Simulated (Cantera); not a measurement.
A perfectly stirred reactor is fed with H2 : O2 : N2 = 1.2 : 1 : 4.5 (molar parts), equivalence ratio 0.60, at 0.168 atm; it is held at 1050 K, and followed from long to short residence time.

Detailed kinetics in Cantera: GRI-Mech 3.0 (53 species, 325 reactions). The temperature is held fixed by assumption; the heat of reaction is taken as removed at once.

**Question.** What does this change do: pressure from 0.168 atm to 0.543 atm?

**Answer.** 
```
quantity                  before     after
----------------------  --------  --------
x(H2) at τ = 10.0 s     0.000136  0.000480
x(O2) at τ = 10.0 s       0.0656    0.0658
x(N2O) at τ = 10.0 s     1.70e-7   3.48e-7
x(H2O2) at τ = 10.0 s    4.62e-7   2.48e-6
x(H2O) at τ = 10.0 s       0.197     0.196
x(H2) at τ = 36.0 ms     0.00446   0.00577
x(O2) at τ = 36.0 ms      0.0674    0.0682
x(N2O) at τ = 36.0 ms    3.98e-8   1.23e-7
x(H2O2) at τ = 36.0 ms   1.62e-6   5.89e-6
x(H2O) at τ = 36.0 ms      0.191     0.190
```
